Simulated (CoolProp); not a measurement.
Ethane along the isotherm 620 K: Z from the reference equation and from simpler models built on Tc = 305.3 K, pc = 48.72 bar, ω = 0.099; each cubic takes its own stable root.

Computed with CoolProp (reference Helmholtz-energy equation of state, Bücker 2006).

| p (bar) | phase | reference | Redlich-Kwong | Soave-Redlich-Kwong | Peng-Robinson |
|---|---|---|---|---|---|
| 60.9 | supercritical | 0.9801 | 0.9693 | 0.9907 | 0.9733 |
| 122 | supercritical | 0.9731 | 0.9544 | 0.9946 | 0.9643 |
| 183 | supercritical | 0.9808 | 0.9566 | 1.011 | 0.9708 |
| 244 | supercritical | 1.002 | 0.9742 | 1.038 | 0.9896 |
| 305 | supercritical | 1.035 | 1.004 | 1.073 | 1.018 |
| 365 | supercritical | 1.076 | 1.042 | 1.113 | 1.051 |
| 426 | supercritical | 1.124 | 1.087 | 1.159 | 1.090 |
| 487 | supercritical | 1.177 | 1.136 | 1.208 | 1.133 |
